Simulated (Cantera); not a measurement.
Input (Python, Cantera) and output of one run.

```python
import numpy as np
import cantera as ct

gas_names = [...]  # 49 gases of nasa_gas.yaml made of B, Cl, H, N, O
cond_names = """
    B(b) B(L) BN(s) B2O3(L) B3O3H3(cr) H2O(s) H2O(L) NH4CL(a) NH4CL(b)
""".split()


# ... load() reads the species with a 1 bar reference pressure and builds the phases ...
atoms = {
    'BCl3': {'B': 1, 'CL': 3},
    'H2O': {'H': 2, 'O': 1},
    'N2': {'N': 2},
}
top_T = {'BN(s)': 3200}  # K; cautious upper limits of use, not melting points


# ... equilibrate(T, P, feed) seeds the gas with the atoms and calls Mixture.equilibrate('TP', solver="vcs", rtol=1e-11, max_steps=5000) ...
results = []
feed = {'BCl3': 1, 'H2O': 2.7, 'N2': 0.24}  # mol
P = 1400  # Pa
for T in [1325, 1350, 1375, 1400, 1425, 1450, 1475, 1500, 1525, 1550]:
    mix = equilibrate(T, P, feed)
    results.append((T, P, feed, dict(zip(mix.species_names, mix.species_moles))))

top = {s: max(r[3][s] / sum(r[3][g] for g in gas_names) for r in results) for s in gas_names}
cols = sorted((s for s in top if top[s] > 0.001), key=lambda s: -top[s])[:9]
seen = [c for c in cond_names if any(r[3].get(c, 0) > 1e-12 for r in results)]
print("log10 of partial pressures in bar; condensed amounts in mol")
print(f"{'T/K':>10s}" + "".join(f"{s[:9]:>10s}" for s in cols + seen))
for T, P, feed, n in results:
    ng = sum(n[g] for g in gas_names)
    print(f"{T:10.4g}" + "".join(f"{np.log10(max(n[s] / ng * P / 1e5, 1e-99)):10.3f}" for s in cols)
          + "".join(f"{n.get(c, 0):10.4g}" for c in seen))
```

Output:

```
log10 of partial pressures in bar; condensed amounts in mol
       T/K       HCL       H2O      HBO2        N2      B2O3        CL        H2   B2O3(L)
      1325    -2.028    -2.441    -3.604    -3.125    -6.436    -5.171    -5.441    0.4593
      1350    -2.030    -2.447    -3.485    -3.126    -6.153    -5.064    -5.336    0.4464
      1375    -2.032    -2.455    -3.370    -3.128    -5.881    -4.961    -5.235    0.4302
      1400    -2.034    -2.464    -3.262    -3.130    -5.619    -4.862    -5.138    0.4099
      1425    -2.036    -2.477    -3.158    -3.132    -5.367    -4.767    -5.045    0.3849
      1450    -2.040    -2.491    -3.060    -3.135    -5.124    -4.676    -4.954    0.3542
      1475    -2.043    -2.510    -2.968    -3.139    -4.890    -4.588    -4.867    0.3171
      1500    -2.048    -2.532    -2.881    -3.143    -4.664    -4.504    -4.784    0.2725
      1525    -2.053    -2.559    -2.800    -3.148    -4.445    -4.423    -4.704    0.2194
      1550    -2.060    -2.591    -2.725    -3.154    -4.235    -4.346    -4.626    0.1563
```

Cantera equilibrium calculation (NASA polynomials, part measured and part estimated; ideal gas, pure solids and liquids). The tables' values for BOCl are old estimates; treat these amounts as uncertain. Gases not in the tables: H3BO3.
